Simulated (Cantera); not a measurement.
**Hydrocarbon pyrolysis for carbon deposition**

An isothermal, constant-pressure homogeneous reactor starts with 5.88 % C2H6, 94.1 % H2, at 1450 K and 0.0133 bar.

Model: GRI-Mech 3.0 (53 species, 325 reactions), integrated in Cantera. GRI-Mech 3.0 stops at C3 and has no aromatics, soot or wall deposition, so with more carbon than oxygen in the feed, carbon stays in small species such as C2H2 where larger ones or solid carbon would form. Radical loss at walls, strong at low pressure, is not modelled.

```tsv
t (s)	x C2H6	x H2	x CH3	x CH4	x C2H2	x C2H	x C2H4
0.000200	0.0576	0.941	0.000431	0.000548	1.40e-7	<1e-12	0.000398
0.000511	0.0529	0.939	0.00113	0.00307	9.45e-6	5.09e-12	0.00303
0.00131	0.0340	0.931	0.00262	0.0186	0.000276	3.16e-10	0.0124
0.00334	0.00445	0.914	0.00207	0.0532	0.00340	6.22e-9	0.0214
0.00855	0.000140	0.913	0.000720	0.0590	0.00943	7.73e-9	0.0172
0.0219	2.31e-5	0.914	0.000292	0.0590	0.0139	4.67e-9	0.0128
0.0559	8.59e-6	0.914	0.000136	0.0589	0.0176	2.76e-9	0.00912
0.143	3.69e-6	0.915	7.66e-5	0.0586	0.0209	1.85e-9	0.00575
0.366	2.40e-6	0.915	6.21e-5	0.0584	0.0241	1.74e-9	0.00254
0.935	2.60e-6	0.915	6.91e-5	0.0580	0.0262	2.12e-9	0.000463
2.39	2.66e-6	0.916	7.09e-5	0.0572	0.0268	2.26e-9	0.000219
6.12	2.50e-6	0.917	6.90e-5	0.0551	0.0277	2.36e-9	0.000221
15.6	2.15e-6	0.919	6.44e-5	0.0504	0.0298	2.59e-9	0.000225
40.0	1.52e-6	0.925	5.47e-5	0.0409	0.0341	3.09e-9	0.000235
```
x: mole fraction; the columns are a selection and need not sum to one.

Equilibrium at this temperature and pressure: C2H6 4.85e-8, H2 0.945, CH3 6.95e-6, CH4 0.00407, C2H2 0.0505, C2H 5.86e-9, C2H4 0.000301 (gas phase only).
